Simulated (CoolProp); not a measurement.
Vapour pressure (MPa) of methane: the reference equation beside estimates from Tc = -82.6 °C, pc = 4.599 MPa, ω = 0.011.

Values from CoolProp's reference Helmholtz-energy equation of state, Setzmann 1991.

| T (°C) | reference | van der Waals | Soave-Redlich-Kwong | Peng-Robinson |
|---|---|---|---|---|
| -169.15 | ___ | 0.2260 | 0.04908 | 0.05175 |
| -165.95 | 0.06900 | 0.2726 | 0.06650 | 0.06958 |
| -162.75 | 0.09117 | ___ | 0.08842 | 0.09186 |
| -159.55 | 0.1185 | 0.3848 | 0.1156 | 0.1193 |
| -156.35 | 0.1516 | 0.4513 | 0.1487 | 0.1526 |
| -153.15 | 0.1914 | 0.5252 | 0.1885 | 0.1926 |
| -149.95 | 0.2386 | 0.6068 | 0.2360 | 0.2401 |
| -146.85 | 0.2922 | 0.6935 | 0.2901 | 0.2939 |
| -143.65 | ___ | 0.7912 | 0.3550 | 0.3585 |
| -140.45 | 0.4305 | 0.8977 | 0.4301 | 0.4330 |
| -137.25 | 0.5154 | 1.013 | 0.5163 | 0.5183 |
| -134.05 | 0.6118 | 1.138 | 0.6145 | 0.6155 |
| -130.85 | 0.7208 | 1.272 | 0.7255 | 0.7253 |
| -127.65 | 0.8433 | 1.416 | 0.8504 | 0.8487 |

### Question
Fill in the missing entries.

### Answer

- -169.15, reference: 0.05127
- -162.75, van der Waals: 0.3254
- -143.65, reference: 0.3564

Absolute difference from the reference over all 14 rows, mean and median: van der Waals 167.1 and 145.8 %, Soave-Redlich-Kwong 1.5 and 1.0 %, Peng-Robinson 0.7 and 0.6 %.
